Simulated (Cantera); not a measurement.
Feed: 1 mol PbO, 14 mol CO, 0.29 mol N2, equilibrated at 1450 K and 0.560 bar.

Cantera equilibrium calculation (NASA polynomials, part measured and part estimated; ideal gas, pure solids and liquids). Rates play no part.

```tsv
species	before	after
CO	0.886	0.627
CO2	0.0681	0.327
Pb	0.0266	0.0266
N2	0.0198	0.0198
Pb(l), mol	0.609	0.609
```
Gas species are given as mole fractions.

### Question
Which change was made?
(A) pressure from 0.560 bar to 1.20 mbar
(B) pressure from 0.560 bar to 1.33 mbar
(C) 1.9 mol O2 added
(D) temperature from 1450 K to 950 K

### Answer
C, 1.9 mol O2 added
